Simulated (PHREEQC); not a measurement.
Solution (20 °C): 0.83 mol HCl, 0.0031 mol FeSO4 and 0.0013 mol Na2SO4 per kg of water. Closed to the air; pH follows from the charge balance.

The numbers come from PHREEQC with the ion-association model, wateq4f.dat.

Problem. The ionic strength comes out as 0.837 mol/kgw. What activity coefficients do Fe+2, SO4-2, Cl-, FeCl+, FeHSO4+ get?

Solution. Fe+2 0.22, SO4-2 0.17, Cl- 0.61, FeCl+ 0.65, FeHSO4+ 0.77.

This is a speciation only: nothing precipitates in the calculation. Caution: at this ionic strength the ion-association model is outside its range; a Pitzer model would be the better tool where its parameters exist.
